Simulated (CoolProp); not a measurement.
The numbers come from the reference Helmholtz-energy equation of state, Gedanitz 2015 in CoolProp.

**Question.** For cyclopentane, give the phase and the cp (kJ/(kg K)), speed of sound (m/s) at 549.4 K and 176 kPa; 549.4 K and 353 kPa; 549.4 K and 1410 kPa.

**Answer.** 
- 549.4 K and 176 kPa: gas; cp 2.37, speed of sound 259
- 549.4 K and 353 kPa: gas; cp 2.38, speed of sound 257
- 549.4 K and 1410 kPa: gas; cp 2.44, speed of sound 241
